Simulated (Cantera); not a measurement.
**Adiabatic ignition**

An adiabatic, constant-pressure homogeneous reactor starts with 11.0 % CO, 0.517 % H2, 18.6 % O2, 69.9 % N2, equivalence ratio 0.31, at 1650 K and 4.00 bar.

Computed with Cantera and GRI-Mech 3.0 (53 species, 325 reactions). The hydrogen kinetics of GRI-Mech 3.0 are dated; newer H2 mechanisms differ, most at raised pressure.

| t (s) | T (K) | x CO | x H2 | x O2 | x OH | x HO2 | x H2O | x H2O2 |
|---|---|---|---|---|---|---|---|---|
| 6.00e-6 | 1650 | 0.110 | 0.00506 | 0.186 | 6.72e-5 | 8.53e-6 | 5.93e-5 | 1.52e-8 |
| 1.56e-5 | 1705 | 0.0962 | 0.000176 | 0.172 | 0.00148 | 3.45e-5 | 0.00376 | 3.08e-7 |
| 4.05e-5 | 1953 | 0.0541 | 0.000174 | 0.147 | 0.00253 | 2.04e-5 | 0.00293 | 1.36e-7 |
| 0.000105 | 2254 | 0.0226 | 0.000126 | 0.138 | 0.00298 | 7.23e-6 | 0.00339 | 5.00e-8 |
| 0.000274 | 2401 | 0.0102 | 6.10e-5 | 0.137 | 0.00234 | 3.25e-6 | 0.00412 | 2.64e-8 |
| 0.000711 | 2454 | 0.00514 | 3.35e-5 | 0.136 | 0.00180 | 2.78e-6 | 0.00449 | 2.17e-8 |
| 0.00185 | 2457 | 0.00449 | 3.01e-5 | 0.135 | 0.00171 | 2.76e-6 | 0.00455 | 2.15e-8 |
| 0.00480 | 2451 | 0.00437 | 2.95e-5 | 0.133 | 0.00168 | 2.70e-6 | 0.00457 | 2.11e-8 |
| 0.0125 | 2442 | 0.00419 | 2.85e-5 | 0.131 | 0.00162 | 2.60e-6 | 0.00460 | 2.06e-8 |
| 0.0325 | 2435 | 0.00407 | 2.79e-5 | 0.129 | 0.00158 | 2.54e-6 | 0.00462 | 2.03e-8 |
| 0.0843 | 2434 | 0.00405 | 2.78e-5 | 0.129 | 0.00158 | 2.53e-6 | 0.00463 | 2.02e-8 |
| 0.219 | 2434 | 0.00405 | 2.78e-5 | 0.129 | 0.00158 | 2.53e-6 | 0.00463 | 2.02e-8 |
| 0.570 | 2434 | 0.00405 | 2.78e-5 | 0.129 | 0.00158 | 2.53e-6 | 0.00463 | 2.02e-8 |
| 1.48 | 2434 | 0.00405 | 2.78e-5 | 0.129 | 0.00158 | 2.53e-6 | 0.00463 | 2.02e-8 |
| 3.85 | 2434 | 0.00405 | 2.78e-5 | 0.129 | 0.00158 | 2.53e-6 | 0.00463 | 2.02e-8 |
| 10.0 | 2434 | 0.00405 | 2.78e-5 | 0.129 | 0.00158 | 2.53e-6 | 0.00463 | 2.02e-8 |
x: mole fraction; the columns are a selection and need not sum to one.

```json
{
 "time_of_steepest_temperature_rise": "28.0 µs",
 "temperature at 10.0 s": "2434 K",
 "equilibrium_temperature": "2434 K",
 "x(CO) at 10.0 s": "0.00405 (gas-phase equilibrium 0.00405)",
 "x(H2) at 10.0 s": "2.78e-5 (gas-phase equilibrium 2.78e-5)",
 "x(O2) at 10.0 s": "0.129 (gas-phase equilibrium 0.129)"
}
```
